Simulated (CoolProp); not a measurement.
Vapour-liquid equilibrium of R143a (1) + R1234yf (2) at -32.45 °C; x and y are mole fractions of (1).

Values from CoolProp's multi-fluid Helmholtz-energy mixture model, Lemmon and Jacobsen 2000 and Lemmon 2022; pair parameters Bell 2016.

| x | bubble pressure (kPa) | y at the bubble point | dew pressure at overall composition x (kPa) | liquid density (mol/L) |
|---|---|---|---|---|
| 0.05 | 94.87 | 0.109 | 91.42 | 11.24 |
| 0.15 | 106.8 | 0.285 | 97.42 | 11.43 |
| 0.25 | 118.1 | 0.424 | 104.2 | 11.63 |
| 0.35 | 128.9 | 0.537 | 111.8 | 11.84 |
| 0.45 | 139.4 | 0.632 | 120.5 | 12.05 |
| 0.55 | 149.7 | 0.715 | 130.3 | 12.27 |
| 0.65 | 159.8 | 0.789 | 141.5 | 12.50 |
| 0.75 | 169.8 | 0.855 | 154.3 | 12.74 |
| 0.85 | 179.7 | 0.916 | 168.9 | 12.99 |
| 0.95 | 189.6 | 0.973 | 185.5 | 13.25 |

No azeotrope shows between x = 0.05 and 0.95.

The pair parameters rest on a limited set of measurements; away from them the model extrapolates.
